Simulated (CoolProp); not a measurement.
500 sccm (0 °C, 1 atm) of nitrogen bubbles through liquid m-xylene at 298.8 K and leaves saturated at a total pressure of 0.00489 MPa (ideal gas phase). Each further row changes one setting.

The numbers come from the reference Helmholtz-energy equation of state, Zhou 2012 in CoolProp.

| case | vapour pressure (kPa) | mole fraction of vapour | delivery (mg/min) | delivery (sccm) | change of delivery for a bath 1 K warmer (%) |
|---|---|---|---|---|---|
| as stated | 1.16 | … | … | 155 | … |
| bath temperature 303.8 K | 1.54 | … | 1090 | 229 | … |
| total pressure 0.00978 MPa | 1.16 | 0.119 | … | … | … |

What belongs in the gaps?


- as stated, mole fraction of vapour: 0.237
- as stated, delivery (mg/min): 736
- as stated, change of delivery for a bath 1 K warmer (%): 7.9
- bath temperature 303.8 K, mole fraction of vapour: 0.315
- bath temperature 303.8 K, change of delivery for a bath 1 K warmer (%): 8.5
- total pressure 0.00978 MPa, delivery (mg/min): 319
- total pressure 0.00978 MPa, delivery (sccm): 67.3
- total pressure 0.00978 MPa, change of delivery for a bath 1 K warmer (%): 6.7
